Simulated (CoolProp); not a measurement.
A single-stage vapour-compression cycle with the fluid: evaporating at 260.15 K (dew point), condensing at 315.15 K (bubble point), superheat 2 K, subcooling 5 K, compressor efficiency 0.65, no pressure losses. The same conditions are run with several fluids, on thermodynamics alone (safety and materials aside).

Model: reference Helmholtz-energy equation of state of each fluid (carbonyl sulfide: Lemmon 2006; R142b: Lemmon 2006; n-butane: Bücker 2006; c-C4F8 (RC318): Platzer 1990; R134a: Tillner-Roth 1994; R124: de Vries 1995), in CoolProp. The equations of Platzer and Polt are older, rougher fits.

| fluid | cooling COP | pressure ratio | discharge temperature (K) | refrigerating effect (kJ/kg) | volumetric capacity (kJ/m³) |
|---|---|---|---|---|---|
| carbonyl sulfide | 2.47 | 4.41 | 395.5 | 217 | 2800 |
| R142b | 2.54 | 6.39 | 345.5 | 163 | 672 |
| n-butane | 2.52 | 6.52 | 333.8 | 281 | 473 |
| c-C4F8 (RC318) | 2.16 | 6.94 | 315.1 | 66.5 | 474 |
| R134a | 2.41 | 6.03 | 343.1 | 141 | 1250 |
| R124 | 2.44 | 6.46 | 334.0 | 112 | 710 |

The compression ends wet for: c-C4F8 (RC318).
